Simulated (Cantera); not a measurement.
What does this Cantera script print?

```python
import numpy as np
import cantera as ct

gas_names = """
    CL CL2 H HCL H2 N NH NH2 NH3 N2 N2H2 N2H4 Si SiCL SiCL2 SiCL3 SiCL4 SiH SiHCL3 SiH2 SiH2CL2 SiH3
    SiH3CL SiH4 SiN Si2 Si2N Si3
""".split()
cond_names = """
    NH4CL(a) NH4CL(b) Si(cr) Si(L) Si3N4(a)
""".split()


def load(file, names, dense=False):
    # The tables refer to 1 bar. Condensed volumes are neglected.
    table = {s.name: s for s in ct.Species.list_from_file(file)}
    out = []
    for n in names:
        d = dict(table[n].input_data)
        d["thermo"] = dict(d["thermo"], **{"reference-pressure": 1e5})
        if dense:
            d["equation-of-state"] = {"model": "constant-volume", "density": "1e6 g/cm^3"}
        out.append(ct.Species.from_dict(d))
    return out


gas = ct.Solution(thermo="ideal-gas", species=load("nasa_gas.yaml", gas_names))
cond = {s.name: ct.Solution(thermo="fixed-stoichiometry", species=[s], name=s.name)
        for s in load("nasa_condensed.yaml", cond_names, dense=True)}
atoms = {
    'SiHCl3': {'Si': 1, 'H': 1, 'CL': 3},
    'HCl': {'H': 1, 'CL': 1},
    'N2': {'N': 2},
}
top_T = {'Si3N4(a)': 2400}  # K; cautious upper limits of use, not melting points


def equilibrate(T, P, feed):
    n = {}
    for name, mol in feed.items():
        for a, k in atoms[name].items():
            n[a] = n.get(a, 0.0) + k * mol
    gas.TPX = T, P, n
    mass = sum(n.values()) * gas.mean_molecular_weight
    gas.equilibrate("TP")
    valid = [c for c in cond.values() if c.min_temp <= T <= top_T.get(c.name, c.max_temp)]
    mix = ct.Mixture([(gas, mass / gas.mean_molecular_weight)] + [(c, 0.0) for c in valid])
    mix.T, mix.P = T, P
    mix.equilibrate("TP", solver="vcs", rtol=1e-11, max_steps=5000)
    return mix


results = []
feed = {'SiHCl3': 1, 'HCl': 0.073, 'N2': 31}  # mol
P = 810  # Pa
for T in [1175, 1225, 1275, 1325, 1375, 1425, 1475, 1525, 1575, 1625, 1675, 1725]:
    mix = equilibrate(T, P, feed)
    results.append((T, P, feed, dict(zip(mix.species_names, mix.species_moles))))

top = {s: max(r[3][s] / sum(r[3][g] for g in gas_names) for r in results) for s in gas_names}
cols = sorted((s for s in top if top[s] > 0.0001), key=lambda s: -top[s])[:9]
seen = [c for c in cond_names if any(r[3].get(c, 0) > 1e-12 for r in results)]
print("log10 of partial pressures in bar; condensed amounts in mol")
print(f"{'T/K':>10s}" + "".join(f"{s[:9]:>10s}" for s in cols + seen))
for T, P, feed, n in results:
    ng = sum(n[g] for g in gas_names)
    print(f"{T:10.4g}" + "".join(f"{np.log10(max(n[s] / ng * P / 1e5, 1e-99)):10.3f}" for s in cols)
          + "".join(f"{n.get(c, 0):10.4g}" for c in seen))
```

Result:

```
log10 of partial pressures in bar; condensed amounts in mol
       T/K        N2       HCL     SiCL2     SiCL4     SiCL3        H2        CL  Si3N4(a)
      1175    -2.113    -3.607    -5.758    -3.897    -5.322    -4.950    -8.103    0.1564
      1225    -2.113    -3.606    -5.260    -3.917    -5.037    -4.967    -7.694    0.1527
      1275    -2.114    -3.606    -4.813    -3.956    -4.791    -4.974    -7.323    0.1439
      1325    -2.114    -3.609    -4.422    -4.035    -4.596    -4.963    -6.990    0.1256
      1375    -2.115    -3.615    -4.099    -4.186    -4.473    -4.922    -6.701   0.09394
      1425    -2.117    -3.627    -3.861    -4.450    -4.453    -4.836    -6.462   0.05211
      1475    -2.118    -3.649    -3.713    -4.842    -4.543    -4.703    -6.276    0.0124
      1525    -2.119    -3.649    -3.668    -5.128    -4.634    -4.711    -6.016         0
      1575    -2.119    -3.636    -3.657    -5.315    -4.695    -4.801    -5.716         0
      1625    -2.119    -3.627    -3.648    -5.512    -4.763    -4.874    -5.445         0
      1675    -2.119    -3.622    -3.641    -5.725    -4.842    -4.922    -5.204         0
      1725    -2.120    -3.621    -3.634    -5.963    -4.935    -4.937    -4.995         0
```

Cantera equilibrium calculation (NASA polynomials, part measured and part estimated; ideal gas, pure solids and liquids). N2 is the only nitrogen source here; it is nearly inert below about 1500 K, so the nitride shown seldom forms there in practice. The tables' values for SiCl3, SiCl are old estimates; treat these amounts as uncertain.
